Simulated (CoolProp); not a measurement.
Values from CoolProp's reference Helmholtz-energy equation of state, Bücker 2006.

Task: Give the vapour pressure (MPa), liquid density (kg/m³), vapour Z, surface tension (mN/m) of saturated ethane at -7.15 °C.

Result: 
| T (°C) | p (MPa) | liquid density (kg/m³) | vapour Z | surface tension (mN/m) |
|---|---|---|---|---|
| -7.15 | 2.00 | 417 | 0.725 | 4.14 |

Surface tension comes from a separate correlation (Mulero 2012).
